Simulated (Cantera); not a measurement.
# Aluminium nitride and oxide growth: Al(CH3)3 + N2 + H2

Feed: 1 mol Al(CH3)3, a varied amount of N2, 1.3 mol H2, equilibrated at 1175 K and 10000 Pa.

Method: chemical equilibrium by Gibbs-energy minimisation in Cantera with the NASA 1993 tables (ideal gas, pure condensed phases). Candidate condensed phases: Al, AlN, C, C6H6, C7H8, C8H18; 97 gas species. The feed counts by its element totals alone. Kinetics and transport are ignored.

From 0.65 mol N2 to 19 mol N2 the condensed part is AlN(s) + C(graphite).

| n(N2) (mol) | log p H2 | log p N2 | log p CH4 | log p HCN | n AlN(s) | n C(graphite) |
|---|---|---|---|---|---|---|
| 0.65 | -1.01 | -2.60 | -3.74 | -6.06 | 1.00 | 2.99 |
| 0.95 | -1.03 | -2.14 | -3.78 | -5.84 | 1.00 | 2.99 |
| 1.4 | -1.06 | -1.87 | -3.84 | -5.72 | 1.00 | 2.99 |
| 2 | -1.10 | -1.69 | -3.92 | -5.64 | 1.00 | 2.99 |
| 2.9 | -1.15 | -1.53 | -4.02 | -5.59 | 1.00 | 2.99 |
| 4.2 | -1.22 | -1.41 | -4.15 | -5.56 | 1.00 | 2.99 |
| 6.1 | -1.29 | -1.31 | -4.31 | -5.55 | 1.00 | 2.99 |
| 8.9 | -1.39 | -1.23 | -4.50 | -5.56 | 1.00 | 3.00 |
| 13 | -1.50 | -1.17 | -4.72 | -5.58 | 1.00 | 3.00 |
| 19 | -1.62 | -1.12 | -4.96 | -5.62 | 1.00 | 3.00 |
log p: log10 of the partial pressure in bar; n: condensed amount in mol.
